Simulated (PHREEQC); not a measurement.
Acid rinse or clean (model solution)

A solution holds 0.0028 mol HBr, 0.22 mol FeCl3 and 3.3e-05 mol MgCl2 per kg of water, at 25 °C. Closed to the air; pH follows from the charge balance.

Computed with PHREEQC (ion-association model, wateq4f.dat).

Each row changes one thing in this solution. This is a speciation only: nothing precipitates in the calculation.

```tsv
case	pH	ionic strength (mol/kgw)	FeCl+2 (mol/kgw)	FeCl2+ (mol/kgw)	Fe+3 (mol/kgw)	FeOH+2 (mol/kgw)	SI of Goethite (FeOOH)	SI of Hematite (Fe2O3)
as made	1.84	0.726	0.127	0.0397	0.0367	0.00671	+3.97	+9.96
temperature from 25 to 50 °C	1.73	0.727	0.153	0.0219	0.0220	0.0115	+4.17	+10.47
MgCl2 left out	1.84	0.726	0.127	0.0397	0.0367	0.00671	+3.97	+9.96
HBr left out	1.87	0.726	0.126	0.0395	0.0363	0.00708	+4.05	+10.12
temperature from 25 to 55 °C	1.71	0.728	0.157	0.0193	0.0199	0.0126	+4.21	+10.56
HBr replaced by NH4Br at the same molality	1.87	0.729	0.126	0.0395	0.0364	0.00709	+4.06	+10.12
0.009 mol/kgw CO2 added	1.84	0.726	0.127	0.0397	0.0367	0.00671	+3.97	+9.96
```

The ionic strength passes 0.7 mol/kgw, the rough limit of the ion-association models, in every such run. Some of these states are supersaturated (in Hematite (slow to form), Goethite (slow to form), for instance). Away from 25 °C the constants follow the database's enthalpies or fits; those with neither stay at their 25 °C values.
